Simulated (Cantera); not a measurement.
**Premixed flame**

A freely propagating, adiabatic, planar premixed flame of CH4 : CO : O2 : N2 = 1 : 0.11 : 1.47 : 5.52 (molar parts), equivalence ratio 1.4, unburnt at 650 K and 1.10 bar; mixture-averaged transport, grid criteria slope 0.08 and curve 0.16, no radiation.

Detailed kinetics in Cantera: GRI-Mech 3.0 (53 species, 325 reactions). Burning velocities carry a grid error of a few per cent, more on coarse grids.

```json
[
 {"z (mm)": "-1.16", "T (K)": "650", "u (m/s)": "0.968", "x CH4": "0.123", "x CO": "0.0135", "x O2": "0.181", "x O": "<1e-8", "x CO2": "4.44e-7", "x OH": "<1e-8"},
 {"z (mm)": "-0.774", "T (K)": "655", "u (m/s)": "0.980", "x CH4": "0.122", "x CO": "0.0136", "x O2": "0.180", "x O": "<1e-8", "x CO2": "8.47e-6", "x OH": "<1e-8"},
 {"z (mm)": "-0.581", "T (K)": "671", "u (m/s)": "1.01", "x CH4": "0.120", "x CO": "0.0139", "x O2": "0.178", "x O": "<1e-8", "x CO2": "4.90e-5", "x OH": "1.77e-8"},
 {"z (mm)": "-0.387", "T (K)": "768", "u (m/s)": "1.17", "x CH4": "0.111", "x CO": "0.0167", "x O2": "0.169", "x O": "1.46e-7", "x CO2": "0.000508", "x OH": "6.64e-7"},
 {"z (mm)": "-0.194", "T (K)": "1191", "u (m/s)": "1.86", "x CH4": "0.0757", "x CO": "0.0348", "x O2": "0.129", "x O": "1.10e-5", "x CO2": "0.00471", "x OH": "2.36e-5"},
 {"z (mm)": "-0.0968", "T (K)": "1571", "u (m/s)": "2.48", "x CH4": "0.0418", "x CO": "0.0565", "x O2": "0.0861", "x O": "7.82e-5", "x CO2": "0.0112", "x OH": "0.000212"},
 {"z (mm)": "0", "T (K)": "1913", "u (m/s)": "3.06", "x CH4": "0.0122", "x CO": "0.0795", "x O2": "0.0400", "x O": "0.000278", "x CO2": "0.0210", "x OH": "0.00109"},
 {"z (mm)": "0.0968", "T (K)": "2084", "u (m/s)": "3.34", "x CH4": "0.00185", "x CO": "0.0883", "x O2": "0.0136", "x O": "0.000432", "x CO2": "0.0306", "x OH": "0.00251"},
 {"z (mm)": "0.194", "T (K)": "2136", "u (m/s)": "3.42", "x CH4": "0.000229", "x CO": "0.0868", "x O2": "0.00433", "x O": "0.000441", "x CO2": "0.0379", "x OH": "0.00329"},
 {"z (mm)": "0.387", "T (K)": "2160", "u (m/s)": "3.45", "x CH4": "5.33e-6", "x CO": "0.0819", "x O2": "0.000831", "x O": "0.000380", "x CO2": "0.0448", "x OH": "0.00344"},
 {"z (mm)": "0.774", "T (K)": "2176", "u (m/s)": "3.46", "x CH4": "2.30e-8", "x CO": "0.0797", "x O2": "0.000396", "x O": "0.000289", "x CO2": "0.0475", "x OH": "0.00309"},
 {"z (mm)": "1.55", "T (K)": "2194", "u (m/s)": "3.49", "x CH4": "<1e-8", "x CO": "0.0797", "x O2": "0.000258", "x O": "0.000191", "x CO2": "0.0477", "x OH": "0.00255"},
 {"z (mm)": "3.10", "T (K)": "2213", "u (m/s)": "3.51", "x CH4": "<1e-8", "x CO": "0.0800", "x O2": "0.000139", "x O": "0.000102", "x CO2": "0.0475", "x OH": "0.00191"}
]
```
x: mole fraction of selected species; z is measured from the peak of heat release.

- laminar burning velocity = 96.4 cm/s
- thermal thickness = 0.387 mm
- peak x(O) = 0.000447
- peak x(OH) = 0.00348
- grid points = 139
